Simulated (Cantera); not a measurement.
**SiCl4 + HCl + H2 (chlorosilane synthesis and conversion)**

Feed: 1 mol SiCl4, 1.3 mol HCl, 3.3 mol H2, equilibrated at 100 Torr.

Cantera equilibrium calculation (NASA polynomials, part measured and part estimated; ideal gas, pure solids and liquids). Candidate condensed phases: Si; 19 gas species. The tables' values for SiCl3 are old estimates; treat these amounts as uncertain. Rates play no part.

```tsv
T (°C)	log p H2	log p HCl	log p SiCl4	log p SiHCl3	log p SiCl3	log p SiCl2	log p SiH2Cl2
300	-1.10	-1.51	-1.62	-6.07	-11.46	<-12	-11.85
375	-1.10	-1.51	-1.62	-5.33	-9.58	<-12	-10.27
450	-1.10	-1.51	-1.62	-4.74	-8.10	-12.18	-9.02
525	-1.11	-1.51	-1.62	-4.28	-6.90	-10.12	-8.02
600	-1.11	-1.51	-1.63	-3.89	-5.91	-8.43	-7.20
675	-1.11	-1.51	-1.63	-3.58	-5.09	-7.02	-6.52
750	-1.11	-1.50	-1.63	-3.31	-4.39	-5.83	-5.95
825	-1.11	-1.50	-1.64	-3.09	-3.80	-4.81	-5.47
900	-1.11	-1.48	-1.66	-2.92	-3.30	-3.95	-5.08
975	-1.12	-1.46	-1.69	-2.81	-2.90	-3.25	-4.79
```
log p: log10 of the partial pressure in bar; nothing condenses.

From 300 °C to 975 °C nothing is condensed. The main Si-bearing gas is SiCl4 throughout.
